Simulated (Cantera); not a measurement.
Input (Python, Cantera):

```python
import numpy as np
import cantera as ct

gas = ct.Solution("gri30.yaml")
gas.TPX = 1048, 17000, {'N2O': 1, 'O2': 2.6}
reactor = ct.IdealGasConstPressureReactor(gas, energy="off", clone=False)
net = ct.ReactorNet([reactor])
net.rtol, net.atol = 1e-08, 1e-18
show = ['N2O', 'O2', 'NO', 'NO2', 'O', 'N2']
times = np.geomspace(1e-05, 30, 14)

steps = ct.SolutionArray(gas, extra=["t"])
rows = []
print(f"{'t/s':>10s}{'T/K':>9s}{'P/Pa':>11s}" + "".join(f"{s:>11s}" for s in show))
for t in times:
    while net.time < t:
        t_next = net.step()
        steps.append(gas.state, t=t_next)
    rows.append([np.interp(t, steps.t, y) for y in (steps.T, steps.P, *steps(*show).X.T)])
    print(f"{t:10.3e}{rows[-1][0]:9.1f}{rows[-1][1]:11.4g}" + "".join(f"{x:11.3e}" for x in rows[-1][2:]))
rate = np.gradient(steps.T, steps.t)
print("integrator steps:", len(steps.t))
if steps.T.max() > steps.T[0] + 200:
    print(f"time of steepest temperature rise: {steps.t[rate.argmax()]:.4e} s")
gas.TPX = 1048, 17000, {'N2O': 1, 'O2': 2.6}
gas.equilibrate("TP")
print(f"equilibrium (TP): T = {gas.T:.1f} K  " + "  ".join(f"{s} {gas[s].X[0]:.3e}" for s in show))
```

It prints:

```
       t/s      T/K       P/Pa        N2O         O2         NO        NO2          O         N2
 1.000e-05   1048.0    1.7e+04  2.778e-01  7.222e-01  1.225e-11  1.770e-20  5.150e-09  5.378e-09
 3.149e-05   1048.0    1.7e+04  2.778e-01  7.222e-01  1.168e-10  7.413e-19  1.548e-08  1.764e-08
 9.919e-05   1048.0    1.7e+04  2.778e-01  7.222e-01  1.051e-09  3.839e-17  4.222e-08  6.175e-08
 3.124e-04   1048.0    1.7e+04  2.778e-01  7.222e-01  7.945e-09  1.809e-15  8.878e-08  2.364e-07
 9.839e-04   1048.0    1.7e+04  2.778e-01  7.222e-01  4.211e-08  4.794e-14  1.167e-07  8.988e-07
 3.099e-03   1048.0    1.7e+04  2.778e-01  7.222e-01  1.588e-07  6.757e-13  1.181e-07  3.067e-06
 9.760e-03   1048.0    1.7e+04  2.778e-01  7.222e-01  5.266e-07  7.414e-12  1.181e-07  9.900e-06
 3.074e-02   1048.0    1.7e+04  2.777e-01  7.222e-01  1.685e-06  7.540e-11  1.181e-07  3.142e-05
 9.681e-02   1048.0    1.7e+04  2.777e-01  7.222e-01  5.332e-06  7.400e-10  1.181e-07  9.918e-05
 3.049e-01   1048.0    1.7e+04  2.774e-01  7.223e-01  1.681e-05  6.868e-09  1.181e-07  3.124e-04
 9.603e-01   1048.0    1.7e+04  2.766e-01  7.223e-01  5.284e-05  5.578e-08  1.181e-07  9.826e-04
 3.024e+00   1048.0    1.7e+04  2.742e-01  7.226e-01  1.654e-04  3.341e-07  1.180e-07  3.079e-03
 9.525e+00   1048.0    1.7e+04  2.666e-01  7.233e-01  5.116e-04  1.347e-06  1.176e-07  9.539e-03
 3.000e+01   1048.0    1.7e+04  2.444e-01  7.255e-01  1.527e-03  4.347e-06  1.162e-07  2.856e-02
integrator steps: 500
equilibrium (TP): T = 1048.0 K  N2O 9.893e-10  O2 7.561e-01  NO 5.495e-05  NO2 1.676e-06  O 1.343e-09  N2 2.439e-01
```

Model: GRI-Mech 3.0 (53 species, 325 reactions), integrated in Cantera. GRI-Mech 3.0 was tuned for natural gas; its chemistry of N2O as a main component is partial and can be far from experiment. The mechanism lacks the step 2 NO + O2 → 2 NO2, which can matter for NO2 below about 1400 K. The temperature is held fixed by assumption; the heat of reaction is taken as removed at once.
